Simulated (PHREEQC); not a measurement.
Consider water at 25 °C with 0.045 mol TMAH, 1.1e-05 mol H4SiO4 and 0.00016 mol H3BO3 per kg of water. Closed to the air; pH follows from the charge balance.

The numbers come from PHREEQC with the ion-association model, phreeqc.dat.

No solid was allowed to form.

### Question
What pH does the model give?

### Answer
pH 12.56.

### Question
In which forms is Si present?

### Answer
H3SiO4- 70 %, H2SiO4-2 30 % of the Si.

(CH3)4N+ isn't in the database: it is added as a free cation with an ion size of 4 Å.
